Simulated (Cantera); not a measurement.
A closed system holds: 1 mol CuO, 9 mol H₂, at 1650 °C.

Method: chemical equilibrium by Gibbs-energy minimisation in Cantera with the NASA 1993 tables (ideal gas, pure condensed phases). Candidate condensed phases: Cu, CuO, Cu(OH)₂, Cu₂O, H₂O; 12 gas species. The numbers say what is thermodynamically allowed, not how fast it happens.

x: gas mole fraction; n: condensed amount in mol.

```tsv
P (Pa)	x H₂	x H₂O	x Cu	x H	n Cu(l)
10	0.728	0.0949	0.0959	0.0804	0
100	0.776	0.0984	0.0986	___	0
1000	0.793	0.0995	0.0993	0.00840	0
10000	0.868	0.109	0.0205	0.00278	0.811
100000	0.886	0.111	___	___	0.981
1000000	0.888	0.111	0.000205	0.000281	0.998
```

What belongs in the gaps?


- 100, x H: 0.0263
- 100000, x Cu: 0.00205
- 100000, x H: 0.000888
